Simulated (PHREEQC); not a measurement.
Buffer: an equilibrium model

Make-up at 25 °C: 0.0017 mol/kgw NaH2PO4, 0.14 mol/kgw KOH and 0.013 mol/kgw Na2HAsO4. Closed to the air; pH follows from the charge balance.

All values are PHREEQC results (ion-association model, wateq4f.dat), not measurements.

No solid was allowed to form.

### Question
Estimate the pH, ionic strength.

### Answer
pH 12.94; ionic strength 0.211 mol/kgw.

### Question
In which forms is As present?

### Answer
AsO4-3 99 %, HAsO4-2 1.2 % of the As.

H3PO4, which wateq4f.dat lacks, is added to it with the constant of phreeqc.dat.
